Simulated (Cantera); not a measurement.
Ignition delay

Mixture: H₂ : O₂ : N₂ = 1 : 0.417 : 1.57 (molar parts), equivalence ratio 1.2, at 750 Torr, adiabatic and at constant volume. Ignition delay is the time to a rise of 400 K.

Computed with Cantera and GRI-Mech 3.0 (53 species, 325 reactions). Below about 950 K walls govern HO2 and H2O2 in real vessels.

```json
[
 {"T0 (K)": "875", "delay (ms)": "590"},
 {"T0 (K)": "925", "delay (ms)": "56.9"},
 {"T0 (K)": "975", "delay (ms)": "0.750"},
 {"T0 (K)": "1025", "delay (ms)": "0.198"},
 {"T0 (K)": "1075", "delay (ms)": "0.110"},
 {"T0 (K)": "1125", "delay (ms)": "0.0727"},
 {"T0 (K)": "1175", "delay (ms)": "0.0524"},
 {"T0 (K)": "1225", "delay (ms)": "0.0398"}
]
```

```json
{
 "apparent activation energy between 1125 and 1225 K": "69 kJ/mol"
}
```
